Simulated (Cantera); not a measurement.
Cantera run, input and output.

```python
import numpy as np
import cantera as ct

gas = ct.Solution("h2o2.yaml")
gas.TPX = 1348, 22000, {'H2': 1, 'O2': 0.417, 'N2': 1.57}
reactor = ct.IdealGasReactor(gas, energy="on", clone=False)
net = ct.ReactorNet([reactor])
net.rtol, net.atol = 1e-08, 1e-16
show = ['H2', 'O2', 'O', 'H2O', 'OH', 'H2O2', 'H']
times = np.geomspace(9e-06, 0.3, 11)

steps = ct.SolutionArray(gas, extra=["t"])
rows = []
print(f"{'t/s':>10s}{'T/K':>9s}{'P/Pa':>11s}" + "".join(f"{s:>11s}" for s in show))
for t in times:
    while net.time < t:
        t_next = net.step()
        steps.append(gas.state, t=t_next)
    rows.append([np.interp(t, steps.t, y) for y in (steps.T, steps.P, *steps(*show).X.T)])
    print(f"{t:10.3e}{rows[-1][0]:9.1f}{rows[-1][1]:11.4g}" + "".join(f"{x:11.3e}" for x in rows[-1][2:]))
rate = np.gradient(steps.T, steps.t)
print("integrator steps:", len(steps.t))
if steps.T.max() > steps.T[0] + 200:
    print(f"time of steepest temperature rise: {steps.t[rate.argmax()]:.4e} s")
gas.TPX = 1348, 22000, {'H2': 1, 'O2': 0.417, 'N2': 1.57}
gas.equilibrate("UV")
print(f"equilibrium (UV): T = {gas.T:.1f} K  " + "  ".join(f"{s} {gas[s].X[0]:.3e}" for s in show))
```

Result:

```
       t/s      T/K       P/Pa         H2         O2          O        H2O         OH       H2O2          H
 9.000e-06   1348.0    2.2e+04  3.348e-01  1.396e-01  1.441e-08  6.923e-08  9.992e-09  4.814e-10  1.311e-07
 2.550e-05   1348.0    2.2e+04  3.348e-01  1.396e-01  2.398e-07  2.080e-06  1.640e-07  3.798e-09  2.035e-06
 7.225e-05   1350.5  2.204e+04  3.309e-01  1.381e-01  2.711e-04  2.614e-03  1.880e-04  1.628e-07  2.286e-03
 2.047e-04   2025.2  3.193e+04  8.507e-02  2.233e-02  2.242e-02  1.967e-01  2.517e-02  2.088e-07  1.042e-01
 5.800e-04   2663.1  4.023e+04  8.982e-02  1.343e-02  1.302e-02  2.280e-01  3.379e-02  1.282e-07  5.402e-02
 1.643e-03   2835.4  4.232e+04  8.831e-02  1.099e-02  1.011e-02  2.397e-01  3.351e-02  2.178e-07  4.264e-02
 4.656e-03   2835.7  4.232e+04  8.830e-02  1.099e-02  1.011e-02  2.397e-01  3.351e-02  2.180e-07  4.262e-02
 1.319e-02   2835.7  4.232e+04  8.830e-02  1.099e-02  1.011e-02  2.397e-01  3.351e-02  2.180e-07  4.262e-02
 3.737e-02   2835.7  4.232e+04  8.830e-02  1.099e-02  1.011e-02  2.397e-01  3.351e-02  2.180e-07  4.262e-02
 1.059e-01   2835.7  4.232e+04  8.830e-02  1.099e-02  1.011e-02  2.397e-01  3.351e-02  2.180e-07  4.262e-02
 3.000e-01   2835.7  4.232e+04  8.830e-02  1.099e-02  1.011e-02  2.397e-01  3.351e-02  2.180e-07  4.262e-02
integrator steps: 1224
time of steepest temperature rise: 1.0110e-04 s
equilibrium (UV): T = 2835.7 K  H2 8.830e-02  O2 1.099e-02  O 1.011e-02  H2O 2.397e-01  OH 3.351e-02  H2O2 2.180e-07  H 4.262e-02
```

Detailed kinetics in Cantera: the H2/O2 subset of GRI-Mech 3.0, which has no nitrogen chemistry.
